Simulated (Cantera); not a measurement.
A perfectly stirred reactor is fed with C2H6 : N2 = 1 : 150 (molar parts), at 0.415 atm; it is held at 1173 K, and followed from long to short residence time.

Model: GRI-Mech 3.0 (53 species, 325 reactions), integrated in Cantera. GRI-Mech 3.0 stops at C3 and has no aromatics, soot or wall deposition, so with more carbon than oxygen in the feed, carbon stays in small species such as C2H2 where larger ones or solid carbon would form.

What does this change do: pressure from 0.415 atm to 1.00 atm?


| quantity | before | after |
|---|---|---|
| x(C2H6) at τ = 4.00 s | 0.000168 | 0.000148 |
| x(C2H) at τ = 4.00 s | 4.37e-11 | 2.02e-11 |
| x(CH3) at τ = 4.00 s | 1.04e-6 | 5.76e-7 |
| x(CH2) at τ = 4.00 s | 3.35e-11 | 9.27e-12 |
| x(CH4) at τ = 4.00 s | 0.000725 | 0.000824 |
| x(C2H6) at τ = 0.200 s | 0.00162 | 0.00125 |
| x(C2H) at τ = 0.200 s | 3.42e-11 | 2.25e-11 |
| x(CH3) at τ = 0.200 s | 3.80e-6 | 1.82e-6 |
| x(CH2) at τ = 0.200 s | 3.00e-10 | 7.97e-11 |
| x(CH4) at τ = 0.200 s | 0.000481 | 0.000518 |
